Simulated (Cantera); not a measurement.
A perfectly stirred reactor is fed with 1.09 % C₂H₆, 98.8 % H₂, 0.119 % H₂O, at 1.00 atm; it is held at 1373 K, and followed from long to short residence time.

Model: GRI-Mech 3.0 (53 species, 325 reactions), integrated in Cantera. GRI-Mech 3.0 stops at C3 and has no aromatics, soot or wall deposition, so with more carbon than oxygen in the feed, carbon stays in small species such as C2H2 where larger ones or solid carbon would form.

x: mole fraction; the columns are a selection and need not sum to one.

```json
[
 {"τ (s)": "1.5", "x C₂H₆": "4.63e-5", "x H₂": "0.980", "x C₂H₄": "0.00153", "x CH₄": "0.0158", "x H": "9.47e-6"},
 {"τ (s)": "0.45", "x C₂H₆": "(withheld)", "x H₂": "0.982", "x C₂H₄": "(withheld)", "x CH₄": "(withheld)", "x H": "(withheld)"},
 {"τ (s)": "0.13", "x C₂H₆": "0.000162", "x H₂": "0.983", "x C₂H₄": "0.00346", "x CH₄": "0.00921", "x H": "2.04e-5"},
 {"τ (s)": "0.039", "x C₂H₆": "0.000303", "x H₂": "0.984", "x C₂H₄": "0.00434", "x CH₄": "0.00718", "x H": "2.87e-5"},
 {"τ (s)": "0.011", "x C₂H₆": "(withheld)", "x H₂": "0.985", "x C₂H₄": "(withheld)", "x CH₄": "(withheld)", "x H": "(withheld)"},
 {"τ (s)": "0.0033", "x C₂H₆": "0.00139", "x H₂": "0.985", "x C₂H₄": "0.00576", "x CH₄": "0.00500", "x H": "5.10e-5"},
 {"τ (s)": "0.00097", "x C₂H₆": "0.00311", "x H₂": "0.986", "x C₂H₄": "0.00530", "x CH₄": "0.00388", "x H": "5.99e-5"}
]
```

Question: What belongs in the gaps?

Answer: 
- 0.45, x C₂H₆: 8.85e-5
- 0.45, x C₂H₄: 0.00249
- 0.45, x CH₄: 0.0123
- 0.45, x H: 1.40e-5
- 0.011, x C₂H₆: 0.000638
- 0.011, x C₂H₄: 0.00522
- 0.011, x CH₄: 0.00589
- 0.011, x H: 3.96e-5
